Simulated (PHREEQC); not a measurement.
1 kg of water holding 0.027 mol NaCl, 0.005 mol MgSO4, 0.16 mol Na2SO4 and 0.082 mol K2SO4 is evaporated at 30 °C; the solids stay in contact with the brine. CO2 from the air is kept out. Solids allowed: Arcanite, Bischofite, Bloedite, Brucite, Carnallite, Epsomite, Glaserite, Halite, Hexahydrite, Kainite, Kieserite, Leonite, Mirabilite, Misenite, Schoenite, Sylvite, Thenardite, MgCl2_4H2O. Others were left out.

All values are PHREEQC results (Pitzer model, pitzer.dat), not measurements.

```json
[
 {"water left (kg)": "1", "ionic strength": "0.773", "water activity": "0.990", "Thenardite (mol)": "0", "Glaserite (mol)": "0", "Cl in solution (mol/kgw)": "0.0270", "Mg in solution (mol/kgw)": "0.00500", "Na in solution (mol/kgw)": "0.347"},
 {"water left (kg)": "0.8219", "ionic strength": "0.941", "water activity": "0.988", "Thenardite (mol)": "0", "Glaserite (mol)": "0", "Cl in solution (mol/kgw)": "0.0329", "Mg in solution (mol/kgw)": "0.00608", "Na in solution (mol/kgw)": "0.422"},
 {"water left (kg)": "0.6755", "ionic strength": "1.14", "water activity": "0.985", "Thenardite (mol)": "0", "Glaserite (mol)": "0", "Cl in solution (mol/kgw)": "0.0400", "Mg in solution (mol/kgw)": "0.00740", "Na in solution (mol/kgw)": "0.514"},
 {"water left (kg)": "0.5552", "ionic strength": "1.39", "water activity": "0.982", "Thenardite (mol)": "0", "Glaserite (mol)": "0", "Cl in solution (mol/kgw)": "0.0486", "Mg in solution (mol/kgw)": "0.00901", "Na in solution (mol/kgw)": "0.625"},
 {"water left (kg)": "0.4563", "ionic strength": "1.69", "water activity": "0.979", "Thenardite (mol)": "0", "Glaserite (mol)": "0", "Cl in solution (mol/kgw)": "0.0592", "Mg in solution (mol/kgw)": "0.0110", "Na in solution (mol/kgw)": "0.760"},
 {"water left (kg)": "0.375", "ionic strength": "2.06", "water activity": "0.975", "Thenardite (mol)": "0", "Glaserite (mol)": "0", "Cl in solution (mol/kgw)": "0.0720", "Mg in solution (mol/kgw)": "0.0133", "Na in solution (mol/kgw)": "0.925"},
 {"water left (kg)": "0.3082", "ionic strength": "2.51", "water activity": "0.970", "Thenardite (mol)": "0", "Glaserite (mol)": "0", "Cl in solution (mol/kgw)": "0.0876", "Mg in solution (mol/kgw)": "0.0162", "Na in solution (mol/kgw)": "1.13"},
 {"water left (kg)": "0.2533", "ionic strength": "3.05", "water activity": "0.964", "Thenardite (mol)": "0", "Glaserite (mol)": "0", "Cl in solution (mol/kgw)": "0.107", "Mg in solution (mol/kgw)": "0.0197", "Na in solution (mol/kgw)": "1.37"},
 {"water left (kg)": "0.2082", "ionic strength": "3.71", "water activity": "0.957", "Thenardite (mol)": "0", "Glaserite (mol)": "0", "Cl in solution (mol/kgw)": "0.130", "Mg in solution (mol/kgw)": "0.0240", "Na in solution (mol/kgw)": "1.67"},
 {"water left (kg)": "0.1711", "ionic strength": "4.52", "water activity": "0.948", "Thenardite (mol)": "0", "Glaserite (mol)": "0", "Cl in solution (mol/kgw)": "0.158", "Mg in solution (mol/kgw)": "0.0292", "Na in solution (mol/kgw)": "2.03"},
 {"water left (kg)": "0.1407", "ionic strength": "5.50", "water activity": "0.937", "Thenardite (mol)": "0", "Glaserite (mol)": "0", "Cl in solution (mol/kgw)": "0.192", "Mg in solution (mol/kgw)": "0.0355", "Na in solution (mol/kgw)": "2.47"},
 {"water left (kg)": "0.1156", "ionic strength": "6.24", "water activity": "0.928", "Thenardite (mol)": "0", "Glaserite (mol)": "0.00862", "Cl in solution (mol/kgw)": "0.234", "Mg in solution (mol/kgw)": "0.0432", "Na in solution (mol/kgw)": "2.93"},
 {"water left (kg)": "0.09502", "ionic strength": "6.97", "water activity": "0.918", "Thenardite (mol)": "0", "Glaserite (mol)": "0.0184", "Cl in solution (mol/kgw)": "0.284", "Mg in solution (mol/kgw)": "0.0526", "Na in solution (mol/kgw)": "3.46"},
 {"water left (kg)": "0.07809", "ionic strength": "7.89", "water activity": "0.906", "Thenardite (mol)": "0", "Glaserite (mol)": "0.0262", "Cl in solution (mol/kgw)": "0.346", "Mg in solution (mol/kgw)": "0.0640", "Na in solution (mol/kgw)": "4.11"},
 {"water left (kg)": "0.06418", "ionic strength": "9.01", "water activity": "0.890", "Thenardite (mol)": "0", "Glaserite (mol)": "0.0325", "Cl in solution (mol/kgw)": "0.421", "Mg in solution (mol/kgw)": "0.0779", "Na in solution (mol/kgw)": "4.90"},
 {"water left (kg)": "0.05275", "ionic strength": "10.4", "water activity": "0.869", "Thenardite (mol)": "0", "Glaserite (mol)": "0.0375", "Cl in solution (mol/kgw)": "0.512", "Mg in solution (mol/kgw)": "0.0948", "Na in solution (mol/kgw)": "5.87"},
 {"water left (kg)": "0.04335", "ionic strength": "11.7", "water activity": "0.846", "Thenardite (mol)": "0.00576", "Glaserite (mol)": "0.0414", "Cl in solution (mol/kgw)": "0.623", "Mg in solution (mol/kgw)": "0.115", "Na in solution (mol/kgw)": "6.78"},
 {"water left (kg)": "0.03564", "ionic strength": "11.6", "water activity": "0.844", "Thenardite (mol)": "0.0325", "Glaserite (mol)": "0.0438", "Cl in solution (mol/kgw)": "0.758", "Mg in solution (mol/kgw)": "0.140", "Na in solution (mol/kgw)": "6.69"},
 {"water left (kg)": "0.0293", "ionic strength": "11.4", "water activity": "0.841", "Thenardite (mol)": "0.0544", "Glaserite (mol)": "0.0458", "Cl in solution (mol/kgw)": "0.922", "Mg in solution (mol/kgw)": "0.171", "Na in solution (mol/kgw)": "6.57"}
]
```

Glaserite from water left = 0.1156 kg; Thenardite from water left = 0.04335 kg.

Species that the database lacks are ignored.
